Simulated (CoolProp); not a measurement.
Computed with CoolProp (reference Helmholtz-energy equation of state, Eisenbach 2021).

Question: Give the vapour pressure (bar), enthalpy of vaporisation (kJ/kg), liquid cp (kJ/(kg K)), vapour Z of saturated propylene glycol at 528.2, 553.7, 579.2 K.

Answer: 
| T (K) | p (bar) | enthalpy of vaporisation (kJ/kg) | liquid cp (kJ/(kg K)) | vapour Z |
|---|---|---|---|---|
| 528.2 | 5.84 | 620 | 3.76 | 0.927 |
| 553.7 | 9.99 | 582 | 3.93 | 0.892 |
| 579.2 | 16.2 | 538 | 4.15 | 0.845 |
